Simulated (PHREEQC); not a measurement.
Consider water at 25 °C with 0.0014 mol CaCl2, 0.00032 mol Na2SO4 and 0.01 mol MgSO4 per kg of water. Closed to the air; pH follows from the charge balance.

Computed with PHREEQC (Pitzer model, pitzer.dat).

```csv
quantity,before,after
MgOH+ (mol/kgw),7.18e-8,2.11e-8
HSO4- (mol/kgw),5.10e-8,1.41e-8
SI of Gypsum (CaSO4:2H2O),-1.08,-2.06
SI of Epsomite (MgSO4:7H2O),-2.92,-3.94
```

**Question.** What was changed between the two runs?
A. temperature from 25 to 70 °C
B. Na2SO4 from 0.00032 to 0.00016 mol/kgw
C. diluted 5-fold with water
D. temperature from 25 to 90 °C
E. Na2SO4 from 0.00032 to 0.000288 mol/kgw

**Answer.** C, diluted 5-fold with water

No solid was allowed to form.
